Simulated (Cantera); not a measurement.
Feed: 1 mol B2O3, 27 mol H2, held at 1948.15 K and 1.13 Torr.

Equilibrium computed with Cantera from the NASA thermochemical tables; the gas is ideal and each condensed phase is pure. Candidate condensed phases: B, B2O3, B3O3H3, H2O; 23 gas species. Equilibrium is a limit: real reactors are often held back by kinetics, nucleation or transport.

Base state: H2 0.908, H 0.0278, HBO2 0.0211, HBO 0.0191, B2O3 0.00924, BO 0.00895, H2O 0.00463, B2O2 0.00119 (mole fractions); condensed: gas only.

Q: What changes in the equilibrium state with this change: temperature from 1948.15 K to 1750 K?

A: 
```
species   before    after
-------  -------  -------
H2         0.908    0.936
HBO2      0.0211   0.0202
HBO       0.0191   0.0189
H         0.0278  0.00581
BO       0.00895  0.00222
B2O3     0.00924   0.0133
OH       1.28e-5  7.49e-7
BO2      7.08e-5  8.96e-6
H2O      0.00463  0.00206
B2O2     0.00119  0.00160
```

Q: What changes in the equilibrium state with this change: pressure from 1.13 Torr to 0.398 Torr?

A: 
```tsv
species	before	after
H2	0.908	0.888
H	0.0278	0.0463
HBO2	0.0211	0.0211
BO	0.00895	0.0132
HBO	0.0191	0.0166
OH	1.28e-5	2.46e-5
BO2	7.08e-5	0.000120
B2O2	0.00119	0.000917
```

Q: What changes in the equilibrium state with this change: temperature from 1948.15 K to 1523.15 K?

A: 
```tsv
species	before	after
H2	0.908	0.947
B2O3	0.00924	0.0175
HBO2	0.0211	0.0175
H	0.0278	0.000582
BO	0.00895	0.000236
HBO	0.0191	0.0152
OH	1.28e-5	1.30e-8
BO2	7.08e-5	4.08e-7
```
